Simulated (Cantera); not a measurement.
Cantera run, input and output.

```python
import numpy as np
import cantera as ct

gas = ct.Solution("gri30.yaml")
gas.TPX = 700, 550000, {'CH4': 1, 'C2H6': 0.45, 'O2': 4.7, 'N2': 17.7}
inlet = ct.Reservoir(gas, clone=True)
gas.equilibrate("HP")  # start burning
reactor = ct.IdealGasConstPressureReactor(gas, energy="on", clone=False)
exhaust = ct.Reservoir(gas, clone=True)
tau = [0.024, 0.013, 0.0073, 0.004, 0.0022, 0.0012, 0.00068, 0.00038, 0.00021, 0.00011, 6.4e-05, 3.5e-05][0]
for a, b in ((inlet, reactor), (reactor, exhaust)):
    ct.MassFlowController(a, b, mdot=lambda t: reactor.mass / tau)
net = ct.ReactorNet([reactor])
show = ['CH4', 'C2H6', 'O2', 'H2O2', 'HO2', 'H2']

rows = []
print(f"{'tau/s':>10s}{'T/K':>9s}" + "".join(f"{s:>11s}" for s in show))
for tau in [0.024, 0.013, 0.0073, 0.004, 0.0022, 0.0012, 0.00068, 0.00038, 0.00021, 0.00011, 6.4e-05, 3.5e-05]:
    net.initial_time = 0.0
    net.advance(30 * tau)
    before = gas.X
    net.advance(40 * tau)
    drift = np.max(np.abs(gas.X - before) / (gas.X + 1e-9))
    rows.append([gas.T, *gas[show].X, drift])
    print(f"{tau:10.3e}{gas.T:9.1f}" + "".join(f"{x:11.3e}" for x in gas[show].X))
```

Result:

```
     tau/s      T/K        CH4       C2H6         O2       H2O2        HO2         H2
 2.400e-02   2244.4  1.632e-06  9.822e-08  4.583e-02  2.689e-07  4.053e-06  4.544e-04
 1.300e-02   2243.8  2.890e-06  1.780e-07  4.616e-02  2.740e-07  4.187e-06  4.867e-04
 7.300e-03   2241.8  4.859e-06  3.099e-07  4.641e-02  2.810e-07  4.381e-06  5.379e-04
 4.000e-03   2237.6  8.130e-06  5.469e-07  4.668e-02  2.930e-07  4.719e-06  6.262e-04
 2.200e-03   2230.6  1.313e-05  9.480e-07  4.700e-02  3.131e-07  5.296e-06  7.681e-04
 1.200e-03   2219.5  2.071e-05  1.628e-06  4.743e-02  3.459e-07  6.291e-06  9.892e-04
 6.800e-04   2204.5  3.120e-05  2.663e-06  4.801e-02  3.919e-07  7.807e-06  1.287e-03
 3.800e-04   2183.8  4.731e-05  4.366e-06  4.884e-02  4.575e-07  1.022e-05  1.699e-03
 2.100e-04   2156.2  7.305e-05  7.204e-06  5.001e-02  5.461e-07  1.397e-05  2.240e-03
 1.100e-04   2117.3  1.207e-04  1.256e-05  5.182e-02  6.721e-07  2.023e-05  2.968e-03
 6.400e-05   2076.5  1.913e-04  2.048e-05  5.396e-02  8.075e-07  2.813e-05  3.681e-03
 3.500e-05   2018.9  3.451e-04  3.748e-05  5.752e-02  1.007e-06  4.201e-05  4.581e-03
```

Computed with Cantera and GRI-Mech 3.0 (53 species, 325 reactions).
